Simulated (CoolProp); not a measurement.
Vapour-liquid equilibrium of hydrogen sulfide (1) + n-pentane (2) at 415 kPa; x and y are mole fractions of (1).

Values from CoolProp's multi-fluid Helmholtz-energy mixture model, Lemmon 2006 and Thol 2019; pair parameters Kunz 2012.

Task: Give the bubble temperature and the first vapour's composition at x = 0.125, 0.275, 0.875. Is there an azeotrope?

Result: x = 0.125: 303.9 K, y = 0.805; x = 0.275: 271.2 K, y = 0.955; x = 0.875: 248.6 K, y = 0.994. No azeotrope shows between x = 0.05 and 0.95.

Pair parameters are fitted to limited data, so mixtures are less certain than the pure fluids. The gap from Raoult's law changes sign with composition, which may be real or a fault of the pair parameters; it wasn't checked against measurements. With so large a gap from Raoult's law the liquid may split in two, which this calculation doesn't test in full.
